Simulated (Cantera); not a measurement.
Mixture: CH4 : O2 : N2 = 1 : 1.18 : 4.42 (molar parts), equivalence ratio 1.7, at 580000 Pa, adiabatic and at constant pressure. Ignition delay is the time to a rise of 400 K.

Model: GRI-Mech 3.0 (53 species, 325 reactions), integrated in Cantera.

Problem. Predict: delay at 1200 K; delay at 1300 K; delay at 1400 K; delay at 1500 K; delay at 1600 K; apparent activation energy between 1500 and 1600 K.

Solution. 
```
Quantity                                                Result
--------------------------------------------------  ----------
delay at 1200 K                                        11.3 ms
delay at 1300 K                                        3.33 ms
delay at 1400 K                                        1.08 ms
delay at 1500 K                                       0.378 ms
delay at 1600 K                                       0.143 ms
apparent activation energy between 1500 and 1600 K  190 kJ/mol
```
